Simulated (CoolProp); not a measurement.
Isobutane at 293.15 K and 0.133 MPa is throttled through a valve to 0.0412 MPa with no heat exchange. Each further row changes one setting.

Values from CoolProp's reference Helmholtz-energy equation of state, Bücker 2006.

```
case                        temperature change (K)  final density (kg/m³)
--------------------------  ----------------------  ---------------------
as stated                                     -2.1                   1.00
outlet pressure 0.0124 MPa                    -2.8                  0.300
outlet pressure 0.0536 MPa                    -1.9                   1.31
```
